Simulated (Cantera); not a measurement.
## Hydrocarbon pyrolysis for carbon deposition

An isothermal, constant-pressure homogeneous reactor starts with C₂H₆ : H₂ = 1 : 2.6 (molar parts), at 1350 K and 29.3 Torr.

Detailed kinetics in Cantera: GRI-Mech 3.0 (53 species, 325 reactions). GRI-Mech 3.0 stops at C3 and has no aromatics, soot or wall deposition, so with more carbon than oxygen in the feed, carbon stays in small species such as C2H2 where larger ones or solid carbon would form. Radical loss at walls, strong at low pressure, is not modelled.

```tsv
t (s)	x C₂H₆	x H₂	x CH₃	x H	x C₂H
0.000700	0.242	0.722	0.00152	0.000126	9.02e-12
0.00129	0.199	0.720	0.00178	0.000148	6.32e-11
0.00238	0.136	0.715	0.00159	0.000157	2.78e-10
0.00439	0.0679	0.710	0.00117	0.000161	8.94e-10
0.00810	0.0218	0.707	0.000650	0.000136	1.82e-9
0.0149	0.00537	0.709	0.000307	8.08e-5	1.89e-9
0.0276	0.00136	0.712	0.000153	4.29e-5	1.41e-9
0.0508	0.000389	0.715	8.25e-5	2.35e-5	9.72e-10
0.0937	0.000140	0.718	4.95e-5	1.43e-5	7.10e-10
0.173	7.45e-5	0.721	3.62e-5	1.06e-5	6.25e-10
0.319	5.50e-5	0.725	3.22e-5	9.63e-6	6.82e-10
0.588	4.18e-5	0.730	3.03e-5	9.27e-6	8.01e-10
1.08	2.78e-5	0.735	2.78e-5	8.74e-6	9.01e-10
2.00	1.67e-5	0.740	2.51e-5	8.08e-6	9.36e-10
```
x: mole fraction; the columns are a selection and need not sum to one.

Equilibrium at this temperature and pressure: C₂H₆ 6.66e-6, H₂ 0.783, CH₃ 1.48e-5, H 1.08e-5, C₂H 1.42e-9 (gas phase only).
